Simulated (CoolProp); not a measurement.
Vapour-liquid equilibrium of dimethyl ether (1) + chloromethane (R40) (2) at 305.3 K; x and y are mole fractions of (1).

Computed with CoolProp (multi-fluid Helmholtz-energy mixture model, Wu 2011 and Thol 2014; pair parameters Bell 2016).

Q: Give the bubble pressure and the first vapour's composition at x = 0.25, 0.75, 0.95. Is there an azeotrope?

A: x = 0.25: 0.6852 MPa, y = 0.237; x = 0.75: 0.6918 MPa, y = 0.769; x = 0.95: 0.7144 MPa, y = 0.958. y crosses x between x = 0.45 and 0.55: the model has an azeotrope there.

Pair parameters are fitted to limited data, so mixtures are less certain than the pure fluids.
